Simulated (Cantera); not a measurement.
Charge: 1 mol SiH4, 0.062 mol C3H8, 6.8 mol H2, a varied amount of C2H4, equilibrated at 1675 K and 0.00280 bar.

These are equilibrium values from Cantera (NASA tables, ideal gas, pure condensed phases), not measurements of a reactor. Candidate condensed phases: C, C6H6, C7H8, C8H18, Si, SiC; 87 gas species. Mutual solubility and eutectic melting of coexisting phases are not modelled. Gases not in the tables: Si2H6 and higher silanes. The numbers say what is thermodynamically allowed, not how fast it happens.

x: gas mole fraction; n: condensed amount in mol.

```tsv
n(C2H4) (mol)	x H2	x H	x Si	x C2H2 (acetylene)	x SiH	x SiH2	n Si(s)	n SiC(s)	n C(graphite)
0.012	0.998	0.00219	0.000155	1.05e-8	1.38e-5	1.12e-5	0.788	0.210	0
0.022	0.998	0.00219	0.000155	1.05e-8	1.38e-5	1.12e-5	0.768	0.230	0
0.043	0.998	0.00219	0.000155	1.05e-8	1.38e-5	1.12e-5	0.726	0.272	0
0.083	0.998	0.00219	0.000155	1.05e-8	1.38e-5	1.12e-5	?	0.352	0
0.16	0.998	0.00219	0.000155	1.05e-8	1.38e-5	1.12e-5	?	0.506	0
0.31	0.998	0.00219	0.000155	1.05e-8	1.38e-5	1.12e-5	?	0.806	0
0.6	0.998	0.00219	2.08e-6	5.79e-5	1.85e-7	1.51e-7	?	1.000	0.385
```

Task: Complete the blanks.

Result: 
- 0.083, n Si(s): 0.646
- 0.16, n Si(s): 0.492
- 0.31, n Si(s): 0.192
- 0.6, n Si(s): 0
